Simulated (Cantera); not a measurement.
Input: 1 mol C2H6, 4.1 mol CO2, 48 mol H2, 1.9 mol H2O, at 548.15 K and 1.60 mbar.

Method: chemical equilibrium by Gibbs-energy minimisation in Cantera with the NASA 1993 tables (ideal gas, pure condensed phases). Candidate condensed phases: C, C6H6, C7H8, C8H18, H2O; 110 gas species. Kinetics and transport are ignored.

Base state: H2 0.668, H2O 0.203, CH4 0.124, CO2 0.00506, CO 0.000280 (mole fractions); condensed: gas only.

Q: What changes in the equilibrium state with this change: temperature from 548.15 K to 1625 K?

A: 
```tsv
species	before	after
H2	0.668	0.830
CO	0.000280	0.101
H2O	0.203	0.0652
CH4	0.124	<1e-9
H	<1e-9	0.00161
CO2	0.00506	0.00255
```

Q: What changes in the equilibrium state with this change: temperature from 548.15 K to 925 K?

A: 
| species | before | after |
|---|---|---|
| H2 | 0.668 | 0.841 |
| CO | 0.000280 | 0.0912 |
| H2O | 0.203 | 0.0556 |
| CH4 | 0.124 | 8.42e-7 |
| CO2 | 0.00506 | 0.0122 |

Q: What changes in the equilibrium state with this change: temperature from 548.15 K to 2573.15 K?

A: 
```
species    before     after
-------  --------  --------
H           <1e-9     0.516
H2          0.668     0.361
CO       0.000280    0.0743
H2O         0.203    0.0295
CH4         0.124     <1e-9
OH          <1e-9   0.00949
O           <1e-9   0.00883
O2          <1e-9  0.000295
CO2       0.00506  0.000950
```
